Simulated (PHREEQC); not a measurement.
Consider water at 40 °C with 0.11 mol H2SO4, 0.00089 mol ZnSO4 and 0.00116 mol Na2SO4 per kg of water. Closed to the air; pH follows from the charge balance.

All values are PHREEQC results (ion-association model, phreeqc.dat), not measurements.

No solid was allowed to form.

Task: What pH, specific conductance does the model give?

Result: pH 1.00; specific conductance 55700 µS/cm.

Task: In which forms is Zn present?

Result: Zn+2 68 %, ZnSO4 29 %, Zn(SO4)2-2 3.5 % of the Zn.

Species that the database lacks are ignored. Constants without temperature data keep their 25 °C values here.
